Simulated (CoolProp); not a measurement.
C3F8 (R218) at 293.15 K and 1.48 MPa flows at 0.075 m/s in a round tube of 1 mm bore and 15 µm roughness, fully developed (64/Re and Nu = 3.66 if laminar; Colebrook and Gnielinski if turbulent). Each further row changes one setting.

Model: reference Helmholtz-energy equation of state, Lemmon 2006, in CoolProp. It is a short technical equation, of lower accuracy than the large ones.

| case | Reynolds number | Darcy friction factor | pressure drop (Pa/m) | heat-transfer coefficient (W/(m² K)) | mass flow (kg/h) |
|---|---|---|---|---|---|
| as stated | ? | 0.117 | 447 | 173 | 0.289 |
| velocity 0.15 m/s | 1100 | 0.0583 | 895 | 173 | ? |
| diameter 2 mm | 1100 | 0.0583 | 112 | ? | 1.16 |

Problem. Complete the blanks.

Solution. 
- as stated, Reynolds number: 548
- velocity 0.15 m/s, mass flow (kg/h): 0.578
- diameter 2 mm, heat-transfer coefficient (W/(m² K)): 86.5

Viscosity comes from a separate model (Huber 2003), an estimate that may be off by 10 % or more. Thermal conductivity comes from a separate model (Huber 2003), an estimate that may be off by 10 % or more.
